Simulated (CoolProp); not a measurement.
The numbers come from the reference Helmholtz-energy equation of state, Akasaka 2022 in CoolProp.

Question: For R1233zd(E), give the phase and the density (kg/m³), cv (kJ/(kg K)), Joule-Thomson coefficient (K/MPa), isothermal compressibility (1/MPa) at 450 K and 7.68 MPa; 450 K and 10.2 MPa; 450 K and 15.4 MPa.

Answer: 
- 450 K and 7.68 MPa: supercritical; density 818, cv 0.999, Joule-Thomson coefficient 1.35, isothermal compressibility 0.0342
- 450 K and 10.2 MPa: supercritical; density 873, cv 0.991, Joule-Thomson coefficient 0.747, isothermal compressibility 0.0198
- 450 K and 15.4 MPa: supercritical; density 940, cv 0.984, Joule-Thomson coefficient 0.275, isothermal compressibility 0.0108
